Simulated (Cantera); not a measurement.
# Diamond growth

A diamond (100) surface in a fixed gas of H2 with x(CH4) = 0.014, x(H) = 0.013, at 1325 K, 0.0750 atm; coverages are run to steady state.

Detailed kinetics in Cantera: the Harris–Goodwin 1993 mechanism for the reconstructed diamond (100) surface.

```
x(CH3)   growth (µm/h)  θ c6HH  θ c6H*  θ c6*H  θ c6**    θ c6HM
-------  -------------  ------  ------  ------  ------  --------
1e-06           0.0278   0.366  0.0521   0.532  0.0502   2.04e-6
2.3e-06         0.0638   0.366  0.0521   0.532  0.0502   4.68e-6
5.1e-06          0.142   0.366  0.0521   0.532  0.0502   1.04e-5
1.1e-05          0.305   0.366  0.0521   0.532  0.0502   2.24e-5
2.6e-05          0.721   0.366  0.0521   0.532  0.0501   5.29e-5
5.8e-05           1.61   0.366  0.0521   0.532  0.0501  0.000118
0.00013           3.60   0.366  0.0520   0.532  0.0500  0.000264
0.0003            8.29   0.365  0.0520   0.531  0.0498  0.000609
0.00067           18.4   0.365  0.0519   0.530  0.0494   0.00135
```
θ: site fractions in the mechanism's names (c6HH fully hydrogenated, c6H* and c6*H radical sites, c6** diradical, c6HM methylated).
